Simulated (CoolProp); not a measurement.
Computed with CoolProp (reference Helmholtz-energy equation of state, Smukala 2000).

Give the vapour pressure (MPa), liquid density (kg/m³), vapour density (kg/m³), enthalpy of vaporisation (kJ/kg) of saturated ethylene at 190.5 K.


```tsv
T (K)	p (MPa)	liquid density (kg/m³)	vapour density (kg/m³)	enthalpy of vaporisation (kJ/kg)
190.5	0.302	536	5.77	449
```
